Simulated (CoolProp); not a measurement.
Vapour-liquid equilibrium of chloromethane (R40) (1) + isobutene (2) at 382 K; x and y are mole fractions of (1).

Computed with CoolProp (multi-fluid Helmholtz-energy mixture model, Thol 2014 and Lemmon 2005; pair parameters Bell 2016).

Task: Give the bubble pressure and the first vapour's composition at x = 0.45, 0.55, 0.85. Is there an azeotrope?

Result: x = 0.45: 29.55 bar, y = 0.526; x = 0.55: 31.15 bar, y = 0.620; x = 0.85: 35.78 bar, y = 0.879. No azeotrope shows between x = 0.05 and 0.95.

The pair parameters rest on a limited set of measurements; away from them the model extrapolates.
